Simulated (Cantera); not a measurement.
What does this Cantera script print?

```python
import numpy as np
import cantera as ct

gas_names = """
    C CN CO CO2 C2 CCN CNC C2N2 C2O C3 C3O2 C4 C4N2 C5 Fe FeC5O5 FeO N NCO NO NO2 NO3 N2 N2O O O2 O3
""".split()
cond_names = """
    C(gr) Fe(a) Fe(c) Fe(d) Fe(L) FeC5O5(L) FeO(s) FeO(L) Fe2O3(s) Fe3O4(s)
""".split()


# ... load() reads the species with a 1 bar reference pressure and builds the phases ...
atoms = {
    'Fe(CO)5': {'Fe': 1, 'C': 5, 'O': 5},
    'O2': {'O': 2},
    'N2': {'N': 2},
}
top_T = {'C(gr)': 4500, 'Fe2O3(s)': 1830, 'Fe3O4(s)': 1870}  # K; cautious upper limits of use, not melting points


# ... equilibrate(T, P, feed) seeds the gas with the atoms and calls Mixture.equilibrate('TP', solver="vcs", rtol=1e-11, max_steps=5000) ...
results = []
T = 1198.15  # K
P = 100000  # Pa
for m in [0.013, 0.019, 0.029, 0.042, 0.062, 0.09, 0.13, 0.19, 0.29, 0.42, 0.62]:
    feed = {'Fe(CO)5': 1, 'O2': m, 'N2': 4.4}  # mol
    mix = equilibrate(T, P, feed)
    results.append((T, P, feed, dict(zip(mix.species_names, mix.species_moles))))
    x = sorted(zip(gas.X, gas.species_names), reverse=True)
    print(f"T = {T:g} K  P = {P:g} Pa  n(O2) = {m:g} mol  gas = {mix.phase_moles(0):.4g} mol")
    print("   x: " + "  ".join(f"{s} {v:.3e}" for v, s in x if v > 0.001))
    print("   condensed (mol): " + ("  ".join(f"{mix.phase(i).name} {mix.phase_moles(i):.4g}"
          for i in range(1, mix.n_phases) if mix.phase_moles(i) > 1e-12) or "none"))
```

Output:

```
T = 1198.15 K  P = 100000 Pa  n(O2) = 0.013 mol  gas = 9.376 mol
   x: CO 5.254e-01  N2 4.693e-01  CO2 5.354e-03
   condensed (mol): C(gr) 0.0242  Fe(c) 1
T = 1198.15 K  P = 100000 Pa  n(O2) = 0.019 mol  gas = 9.388 mol
   x: CO 5.259e-01  N2 4.687e-01  CO2 5.366e-03
   condensed (mol): C(gr) 0.01237  Fe(c) 1
T = 1198.15 K  P = 100000 Pa  n(O2) = 0.029 mol  gas = 9.4 mol
   x: CO 5.257e-01  N2 4.681e-01  CO2 6.170e-03
   condensed (mol): Fe(c) 1
T = 1198.15 K  P = 100000 Pa  n(O2) = 0.042 mol  gas = 9.4 mol
   x: CO 5.230e-01  N2 4.681e-01  CO2 8.936e-03
   condensed (mol): Fe(c) 1
T = 1198.15 K  P = 100000 Pa  n(O2) = 0.062 mol  gas = 9.4 mol
   x: CO 5.187e-01  N2 4.681e-01  CO2 1.319e-02
   condensed (mol): Fe(c) 1
T = 1198.15 K  P = 100000 Pa  n(O2) = 0.09 mol  gas = 9.4 mol
   x: CO 5.128e-01  N2 4.681e-01  CO2 1.915e-02
   condensed (mol): Fe(c) 1
T = 1198.15 K  P = 100000 Pa  n(O2) = 0.13 mol  gas = 9.4 mol
   x: CO 5.043e-01  N2 4.681e-01  CO2 2.766e-02
   condensed (mol): Fe(c) 1
T = 1198.15 K  P = 100000 Pa  n(O2) = 0.19 mol  gas = 9.4 mol
   x: CO 4.915e-01  N2 4.681e-01  CO2 4.043e-02
   condensed (mol): Fe(c) 1
T = 1198.15 K  P = 100000 Pa  n(O2) = 0.29 mol  gas = 9.4 mol
   x: CO 4.702e-01  N2 4.681e-01  CO2 6.170e-02
   condensed (mol): Fe(c) 1
T = 1198.15 K  P = 100000 Pa  n(O2) = 0.42 mol  gas = 9.4 mol
   x: N2 4.681e-01  CO 4.426e-01  CO2 8.936e-02
   condensed (mol): Fe(c) 1
T = 1198.15 K  P = 100000 Pa  n(O2) = 0.62 mol  gas = 9.4 mol
   x: N2 4.681e-01  CO 4.425e-01  CO2 8.944e-02
   condensed (mol): Fe(c) 0.6007  FeO(s) 0.3993
```

Equilibrium computed with Cantera from the NASA thermochemical tables; the gas is ideal and each condensed phase is pure. Mutual solubility and eutectic melting of coexisting phases are not modelled. The tables' stoichiometric FeO is somewhat more stable than real wüstite, so its field is too wide. FeO: taken at fixed stoichiometry. Condensed phases not in the tables: cementite and carbon dissolved in iron.
